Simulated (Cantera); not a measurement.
Input (Python, Cantera) and output of one run.

```python
import numpy as np
import cantera as ct

gas_names = """
    AL ALCL ALCL2 ALCL3 ALH ALN ALO ALOCL ALOH ALO2 ALO2H AL2 AL2CL6 AL2O AL2O2 CL CLO CL2 H HALO HCL
    HNO HNO2 HNO3 HOCL HO2 H2 H2O H2O2 N NH NH2 NH3 NH2OH NO NO2 NO3 N2 N2H2 N2H4 N2O O OH O2 O3
""".split()
cond_names = """
    AL(cr) AL(L) ALCL3(s) ALCL3(L) ALN(s) AL2O3(a) AL2O3(L) H2O(s) H2O(L) NH4CL(a) NH4CL(b)
""".split()


def load(file, names, dense=False):
    # The tables refer to 1 bar. Condensed volumes are neglected.
    table = {s.name: s for s in ct.Species.list_from_file(file)}
    out = []
    for n in names:
        d = dict(table[n].input_data)
        d["thermo"] = dict(d["thermo"], **{"reference-pressure": 1e5})
        if dense:
            d["equation-of-state"] = {"model": "constant-volume", "density": "1e6 g/cm^3"}
        out.append(ct.Species.from_dict(d))
    return out


gas = ct.Solution(thermo="ideal-gas", species=load("nasa_gas.yaml", gas_names))
cond = {s.name: ct.Solution(thermo="fixed-stoichiometry", species=[s], name=s.name)
        for s in load("nasa_condensed.yaml", cond_names, dense=True)}
atoms = {
    'AlN': {'AL': 1, 'N': 1},
    'H2O': {'H': 2, 'O': 1},
    'Cl2': {'CL': 2},
}
top_T = {'ALN(s)': 2750}  # K; cautious upper limits of use, not melting points


def equilibrate(T, P, feed):
    n = {}
    for name, mol in feed.items():
        for a, k in atoms[name].items():
            n[a] = n.get(a, 0.0) + k * mol
    gas.TPX = T, P, n
    mass = sum(n.values()) * gas.mean_molecular_weight
    gas.equilibrate("TP")
    valid = [c for c in cond.values() if c.min_temp <= T <= top_T.get(c.name, c.max_temp)]
    mix = ct.Mixture([(gas, mass / gas.mean_molecular_weight)] + [(c, 0.0) for c in valid])
    mix.T, mix.P = T, P
    mix.equilibrate("TP", solver="vcs", rtol=1e-11, max_steps=5000)
    return mix


results = []
feed = {'AlN': 1, 'H2O': 0.085, 'Cl2': 1.7}  # mol
T = 800  # K
P = 1000  # Pa
mix = equilibrate(T, P, feed)
results.append((T, P, feed, dict(zip(mix.species_names, mix.species_moles))))
x = sorted(zip(gas.X, gas.species_names), reverse=True)
print(f"T = {T:g} K  P = {P:g} Pa  gas = {mix.phase_moles(0):.4g} mol")
print("   x: " + "  ".join(f"{s} {v:.3e}" for v, s in x if v > 1e-06))
print("   condensed (mol): " + ("  ".join(f"{mix.phase(i).name} {mix.phase_moles(i):.4g}"
      for i in range(1, mix.n_phases) if mix.phase_moles(i) > 1e-12) or "none"))
```

It prints:

```
T = 800 K  P = 1000 Pa  gas = 1.798 mol
   x: ALCL3 5.075e-01  N2 2.781e-01  CL2 1.112e-01  HCL 9.455e-02  AL2CL6 8.602e-03  CL 3.119e-05
   condensed (mol): AL2O3(a) 0.02833
```

Method: chemical equilibrium by Gibbs-energy minimisation in Cantera with the NASA 1993 tables (ideal gas, pure condensed phases). Condensed phases not in the tables: AlOCl.
